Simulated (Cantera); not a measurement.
A perfectly stirred reactor is fed with C3H8 : H2 = 1 : 45 (molar parts), at 1.05 Torr; it is held at 1850 K, and followed from long to short residence time.

Detailed kinetics in Cantera: GRI-Mech 3.0 (53 species, 325 reactions). GRI-Mech 3.0 was tuned for natural gas; its chemistry of propane as a main component is partial and can be far from experiment. GRI-Mech 3.0 stops at C3 and has no aromatics, soot or wall deposition, so with more carbon than oxygen in the feed, carbon stays in small species such as C2H2 where larger ones or solid carbon would form. Radical loss at walls, strong at low pressure, is not modelled.

Question: What does this change do: temperature 1850 to 1400 K?

Answer: 
```tsv
quantity	before	after
x(C3H8) at τ = 16.0 s	3.54e-7	1.52e-5
x(H2) at τ = 16.0 s	0.961	0.958
x(C2H2) at τ = 16.0 s	0.0291	0.0207
x(CH4) at τ = 16.0 s	0.00268	0.0200
x(CH3) at τ = 16.0 s	0.000380	0.000217
x(C3H8) at τ = 51.0 ms	0.000122	0.00231
x(H2) at τ = 51.0 ms	0.949	0.958
x(C2H2) at τ = 51.0 ms	0.0160	0.00441
x(CH4) at τ = 51.0 ms	0.0244	0.0203
x(CH3) at τ = 51.0 ms	0.00325	0.000864
```

Question: What does this change do: H2 45 to 22 parts?

Answer: 
```json
[
 {"quantity": "x(C3H8) at τ = 16.0 s", "before": "3.54e-7", "after": "6.88e-7"},
 {"quantity": "x(H2) at τ = 16.0 s", "before": "0.961", "after": "0.934"},
 {"quantity": "x(C2H2) at τ = 16.0 s", "before": "0.0291", "after": "0.0555"},
 {"quantity": "x(CH4) at τ = 16.0 s", "before": "0.00268", "after": "0.00381"},
 {"quantity": "x(CH3) at τ = 16.0 s", "before": "0.000380", "after": "0.000535"},
 {"quantity": "x(C3H8) at τ = 51.0 ms", "before": "0.000122", "after": "0.000227"},
 {"quantity": "x(H2) at τ = 51.0 ms", "before": "0.949", "after": "0.910"},
 {"quantity": "x(C2H2) at τ = 51.0 ms", "before": "0.0160", "after": "0.0337"},
 {"quantity": "x(CH4) at τ = 51.0 ms", "before": "0.0244", "after": "0.0409"},
 {"quantity": "x(CH3) at τ = 51.0 ms", "before": "0.00325", "after": "0.00600"}
]
```
